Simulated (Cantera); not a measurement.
# Thermodynamics of nitride etching, feed BN + H₂ + N₂

A closed system holds: 1 mol BN, 200 mol H₂, 5.9 mol N₂, equilibrated at 1527 °C and 0.190 bar.

Cantera equilibrium calculation (NASA polynomials, part measured and part estimated; ideal gas, pure solids and liquids). Candidate condensed phases: B, BN; 15 gas species. Rates play no part.

```json
{
 "x(H₂)": "0.971",
 "x(N₂)": "0.0286",
 "x(H)": "0.000809",
 "x(BH₂)": "3.53e-6",
 "n(BN(s))": "0.999 mol",
 "gas_amount": "206.0 mol",
 "log10 activity of B(s) (absent)": "-1.55"
}
```
